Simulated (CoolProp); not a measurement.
Properties of n-pentane at several states.

The numbers come from the reference Helmholtz-energy equation of state, Thol 2019 in CoolProp.

```json
[
 {"T (°C)": "23.55", "p (kPa)": "3410", "phase": "liquid", "density (kg/m³)": "626.8", "cp (kJ/(kg K))": "2.297", "Joule-Thomson coefficient (K/MPa)": "[?]", "isothermal compressibility (1/MPa)": "0.001951", "fugacity coefficient": "0.02152"},
 {"T (°C)": "-25.75", "p (kPa)": "100", "phase": "liquid", "density (kg/m³)": "669.7", "cp (kJ/(kg K))": "[?]", "Joule-Thomson coefficient (K/MPa)": "[?]", "isothermal compressibility (1/MPa)": "0.001275", "fugacity coefficient": "0.06543"},
 {"T (°C)": "-3.95", "p (kPa)": "16600", "phase": "liquid", "density (kg/m³)": "664.4", "cp (kJ/(kg K))": "2.160", "Joule-Thomson coefficient (K/MPa)": "-0.4608", "isothermal compressibility (1/MPa)": "0.001237", "fugacity coefficient": "0.002730"},
 {"T (°C)": "219.35", "p (kPa)": "874", "phase": "gas", "density (kg/m³)": "16.73", "cp (kJ/(kg K))": "2.580", "Joule-Thomson coefficient (K/MPa)": "7.491", "isothermal compressibility (1/MPa)": "1.248", "fugacity coefficient": "0.9254"}
]
```

Question: What belongs in the gaps?

Answer: 
- 23.55, Joule-Thomson coefficient (K/MPa): -0.3787
- -25.75, cp (kJ/(kg K)): 2.116
- -25.75, Joule-Thomson coefficient (K/MPa): -0.4658
